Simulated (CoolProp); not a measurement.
Vapour-liquid equilibrium of methanol (1) + acetone (2) at 13.9 bar; x and y are mole fractions of (1).

Values from CoolProp's multi-fluid Helmholtz-energy mixture model, de Reuck 1993 and Lemmon 2006; pair parameters Bell 2016.

Problem. Give the bubble temperature and the first vapour's composition at x = 0.15, 0.35, 0.95. Is there an azeotrope?

Solution. x = 0.15: 428.8 K, y = 0.197; x = 0.35: 424.9 K, y = 0.406; x = 0.95: 422.6 K, y = 0.944. y crosses x between x = 0.75 and 0.85: the model has an azeotrope there.

The pair parameters rest on a limited set of measurements; away from them the model extrapolates.
